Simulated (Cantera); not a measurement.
Input (Python, Cantera) and output of one run.

```python
import numpy as np
import cantera as ct

gas_names = """
    H HNO HNO2 HNO3 HO2 H2 H2O H2O2 N NH NH2 NH3 NH2OH NO NO2 NO3 N2 N2H2 N2H4 N2O O OH O2 O3 Ti TiO
    TiO2
""".split()
cond_names = """
    H2O(s) H2O(L) Ti(a) Ti(b) Ti(L) TiN(s) TiN(L) TiO(a) TiO(b) TiO(L) TiO2(ru) TiO2(L) Ti2O3(a)
    Ti2O3(b) Ti2O3(L) Ti3O5(a) Ti3O5(b) Ti3O5(L) Ti4O7(s) Ti4O7(L)
""".split()


# ... load() reads the species with a 1 bar reference pressure and builds the phases ...
atoms = {
    'TiO2': {'Ti': 1, 'O': 2},
    'H2O': {'H': 2, 'O': 1},
    'N2': {'N': 2},
}
top_T = {}  # K; cautious upper limits of use, not melting points


# ... equilibrate(T, P, feed) seeds the gas with the atoms and calls Mixture.equilibrate('TP', solver="vcs", rtol=1e-11, max_steps=5000) ...
results = []
T = 1275  # K
P = 2900  # Pa
for m in [0.037, 0.068, 0.13, 0.23, 0.44, 0.81, 1.5, 2.8]:
    feed = {'TiO2': 1, 'H2O': 0.65, 'N2': m}  # mol
    mix = equilibrate(T, P, feed)
    results.append((T, P, feed, dict(zip(mix.species_names, mix.species_moles))))
    x = sorted(zip(gas.X, gas.species_names), reverse=True)
    print(f"T = {T:g} K  P = {P:g} Pa  n(N2) = {m:g} mol  gas = {mix.phase_moles(0):.4g} mol")
    print("   x: " + "  ".join(f"{s} {v:.3e}" for v, s in x if v > 0.001))
    print("   condensed (mol): " + ("  ".join(f"{mix.phase(i).name} {mix.phase_moles(i):.4g}"
          for i in range(1, mix.n_phases) if mix.phase_moles(i) > 1e-12) or "none"))
```

Result:

```
T = 1275 K  P = 2900 Pa  n(N2) = 0.037 mol  gas = 0.687 mol
   x: H2O 9.461e-01  N2 5.386e-02
   condensed (mol): TiO2(ru) 1
T = 1275 K  P = 2900 Pa  n(N2) = 0.068 mol  gas = 0.718 mol
   x: H2O 9.052e-01  N2 9.470e-02
   condensed (mol): TiO2(ru) 1
T = 1275 K  P = 2900 Pa  n(N2) = 0.13 mol  gas = 0.78 mol
   x: H2O 8.333e-01  N2 1.667e-01
   condensed (mol): TiO2(ru) 1
T = 1275 K  P = 2900 Pa  n(N2) = 0.23 mol  gas = 0.88 mol
   x: H2O 7.386e-01  N2 2.614e-01
   condensed (mol): TiO2(ru) 1
T = 1275 K  P = 2900 Pa  n(N2) = 0.44 mol  gas = 1.09 mol
   x: H2O 5.963e-01  N2 4.037e-01
   condensed (mol): TiO2(ru) 1
T = 1275 K  P = 2900 Pa  n(N2) = 0.81 mol  gas = 1.46 mol
   x: N2 5.548e-01  H2O 4.452e-01
   condensed (mol): TiO2(ru) 1
T = 1275 K  P = 2900 Pa  n(N2) = 1.5 mol  gas = 2.15 mol
   x: N2 6.977e-01  H2O 3.023e-01
   condensed (mol): TiO2(ru) 1
T = 1275 K  P = 2900 Pa  n(N2) = 2.8 mol  gas = 3.45 mol
   x: N2 8.116e-01  H2O 1.884e-01
   condensed (mol): TiO2(ru) 1
```

These are equilibrium values from Cantera (NASA tables, ideal gas, pure condensed phases), not measurements of a reactor. Gases not in the tables: TiO(OH)2.
